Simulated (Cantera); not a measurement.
# Equilibrium for carbon deposition, reforming and gasification: C₃H₆ + O₂ + H₂

Input: 1 mol C₃H₆, 0.032 mol O₂, 4.2 mol H₂, at 1102 °C and 3.38 Torr.

These are equilibrium values from Cantera (NASA tables, ideal gas, pure condensed phases), not measurements of a reactor. Candidate condensed phases: C, C₆H₆, C₇H₈, C₈H₁₈, H₂O; 110 gas species. Kinetics and transport are ignored.

```json
{
 "x(H₂)": "0.991",
 "x(CO)": "0.00881",
 "x(H)": "5.09e-5",
 "x(CH₄)": "2.20e-5",
 "x(C₂H₂ (acetylene))": "1.76e-6",
 "n(C(graphite))": "2.94 mol",
 "gas_amount": "7.264 mol"
}
```
